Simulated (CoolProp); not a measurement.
Vapour-liquid equilibrium of R143a (1) + R152A (2) at 4.83 kPa; x and y are mole fractions of (1).

Model: multi-fluid Helmholtz-energy mixture model, Lemmon and Jacobsen 2000 and Outcalt 1996; pair parameters Bell 2016, in CoolProp.

```json
[
 {"x": "0.05", "bubble temperature, mixture model (K)": "194.1", "bubble temperature, Raoult's law (K)": "195.0", "y, mixture model": "0.239", "y, Raoult's law": "0.184"},
 {"x": "0.125", "bubble temperature, mixture model (K)": "190.8", "bubble temperature, Raoult's law (K)": "192.4", "y, mixture model": "0.457", "y, Raoult's law": "0.387"},
 {"x": "0.2", "bubble temperature, mixture model (K)": "188.4", "bubble temperature, Raoult's law (K)": "190.2", "y, mixture model": "0.589", "y, Raoult's law": "0.531"},
 {"x": "0.275", "bubble temperature, mixture model (K)": "186.6", "bubble temperature, Raoult's law (K)": "188.3", "y, mixture model": "0.678", "y, Raoult's law": "0.638"},
 {"x": "0.35", "bubble temperature, mixture model (K)": "185.1", "bubble temperature, Raoult's law (K)": "186.7", "y, mixture model": "0.742", "y, Raoult's law": "0.719"},
 {"x": "0.425", "bubble temperature, mixture model (K)": "(withheld)", "bubble temperature, Raoult's law (K)": "185.2", "y, mixture model": "0.791", "y, Raoult's law": "0.782"},
 {"x": "0.5", "bubble temperature, mixture model (K)": "182.7", "bubble temperature, Raoult's law (K)": "183.9", "y, mixture model": "0.831", "y, Raoult's law": "0.831"},
 {"x": "0.575", "bubble temperature, mixture model (K)": "181.8", "bubble temperature, Raoult's law (K)": "182.7", "y, mixture model": "0.864", "y, Raoult's law": "0.871"},
 {"x": "0.65", "bubble temperature, mixture model (K)": "(withheld)", "bubble temperature, Raoult's law (K)": "181.6", "y, mixture model": "0.893", "y, Raoult's law": "0.904"},
 {"x": "0.725", "bubble temperature, mixture model (K)": "(withheld)", "bubble temperature, Raoult's law (K)": "180.6", "y, mixture model": "0.919", "y, Raoult's law": "0.931"},
 {"x": "0.8", "bubble temperature, mixture model (K)": "(withheld)", "bubble temperature, Raoult's law (K)": "179.6", "y, mixture model": "(withheld)", "y, Raoult's law": "0.954"},
 {"x": "0.875", "bubble temperature, mixture model (K)": "178.6", "bubble temperature, Raoult's law (K)": "178.8", "y, mixture model": "0.965", "y, Raoult's law": "0.974"},
 {"x": "0.95", "bubble temperature, mixture model (K)": "177.9", "bubble temperature, Raoult's law (K)": "178.0", "y, mixture model": "0.986", "y, Raoult's law": "0.990"}
]
```

Task: Complete the blanks.

Result: 
- 0.425, bubble temperature, mixture model (K): 183.8
- 0.65, bubble temperature, mixture model (K): 180.9
- 0.725, bubble temperature, mixture model (K): 180.1
- 0.8, bubble temperature, mixture model (K): 179.3
- 0.8, y, mixture model: 0.943

The largest gap from Raoult's law is -1.8 K in bubble temperature, at x = 0.2. No azeotrope shows between x = 0.05 and 0.95.

The pair parameters rest on a limited set of measurements; away from them the model extrapolates.
